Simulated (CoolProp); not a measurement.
Properties of R245fa along the isotherm 166.85 °C (Tc = 153.9 °C, pc = 3.651 MPa, ω = 0.378).

Values from CoolProp's reference Helmholtz-energy equation of state, Akasaka 2015.

| p (MPa) | phase | Z | cv (kJ/(kg K)) | speed of sound (m/s) | expansivity (1/kK) | viscosity (µPa s) | Prandtl number |
|---|---|---|---|---|---|---|---|
| 0.115 | gas | 0.9906 | 1.043 | 168.7 | 2.354 | 17.4 | 0.667 |
| 0.237 | gas | 0.9805 | 1.045 | 167.2 | 2.445 | 17.4 | … |
| 0.487 | gas | 0.9592 | 1.051 | 164.1 | 2.650 | 17.5 | … |
| 1 | gas | 0.9134 | 1.063 | 157.3 | 3.170 | 17.6 | 0.699 |
| 2.05 | gas | 0.8064 | 1.096 | 141.4 | 4.963 | 18.4 | 0.775 |
| 4.22 | supercritical | 0.4290 | … | 91.56 | 46.83 | … | 2.73 |
| 8.66 | supercritical | 0.3566 | 1.154 | 243.8 | 5.851 | 102 | 2.93 |
| 17.8 | supercritical | 0.6384 | 1.136 | 383.1 | … | 141 | 3.07 |
| 36.5 | supercritical | 1.176 | 1.130 | 539.8 | … | … | 3.56 |

Complete the blanks.


- 0.237, Prandtl number: 0.671
- 0.487, Prandtl number: 0.678
- 4.22, cv (kJ/(kg K)): 1.234
- 4.22, viscosity (µPa s): 32.2
- 17.8, expansivity (1/kK): 2.891
- 36.5, expansivity (1/kK): 1.789
- 36.5, viscosity (µPa s): 201

Viscosity comes from a separate model (Bell 2016), an estimate that may be off by 10 % or more. Thermal conductivity comes from a separate model (Huber 2003), an estimate that may be off by 10 % or more.
